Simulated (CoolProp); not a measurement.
A single-stage vapour-compression cycle with R152A: evaporating at 236.15 K (dew point), condensing at 266.15 K (bubble point), superheat 2 K, subcooling 2 K, compressor efficiency 0.85, no pressure losses. Each further row changes one setting.

Model: reference Helmholtz-energy equation of state, Outcalt 1996, in CoolProp. It is a modified Benedict-Webb-Rubin equation, recast in Helmholtz form.

```csv
case,cooling COP,pressure ratio,discharge temperature (K),refrigerating effect (kJ/kg),volumetric capacity (kJ/m³)
as stated,6.09,3.71,293.1,297,561
evaporating temperature 241.15 K,7.59,2.90,(withheld),301,714
condensing temperature 261.15 K,7.43,3.05,284.7,306,576
subcooling 7 K,6.26,3.71,293.1,306,576
superheat 12 K,6.01,3.71,303.8,307,(withheld)
compressor efficiency 0.75,5.37,3.71,(withheld),297,561
```

Q: Fill in the missing entries.

A: 
- evaporating temperature 241.15 K, discharge temperature (K): 288.1
- superheat 12 K, volumetric capacity (kJ/m³): 553
- compressor efficiency 0.75, discharge temperature (K): 299.2
